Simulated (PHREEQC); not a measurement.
1 kg of water holding 0.35 mol NaCl and 0.0032 mol CaCl2 is evaporated at 90 °C; the solids stay in contact with the brine. CO2 from the air is kept out. Only these solids could form: Halite, Portlandite.

Equilibrium calculation in PHREEQC: Pitzer model, pitzer.dat.

Question: Predict ionic strength, water activity at water left (kg) = 0.2082, 0.005012.

Answer: 
```
water left (kg)  ionic strength  water activity
---------------  --------------  --------------
0.2082                     1.73           0.942
0.005012                   7.52           0.731
```

Species that the database lacks are ignored. Constants without temperature data keep their 25 °C values here.
